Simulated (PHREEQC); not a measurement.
A solution holds 1.4 mmol/kgw HNO3, 0.91 mmol/kgw ZnSO4 and 62 mmol/kgw CuCl2, at 55 °C. It is in equilibrium with CO2 at log p = -2 (atm). Otherwise closed; pH follows from the charge balance.

All values are PHREEQC results (ion-association model, phreeqc.dat), not measurements.

No solid was allowed to form.

Q: Order these Cu species by the share of Cu that they hold, largest first: CuCl+, CuSO4, CuCl2, Cu+2.

A: Cu+2 (72 %), CuCl+ (26 %), CuCl2 (1.0 %), CuSO4 (0.72 %)

Q: Order these Cl species by the share of Cl that they hold, largest first: ZnCl+, Cl-, CuCl2, CuCl+.

A: Cl- (86 %), CuCl+ (13 %), CuCl2 (1.0 %), ZnCl+ (0.16 %)

The pH is 2.96 and the ionic strength 0.154 mol/kgw. Species that the database lacks are ignored. Away from 25 °C the constants follow the database's enthalpies or fits; those with neither stay at their 25 °C values.
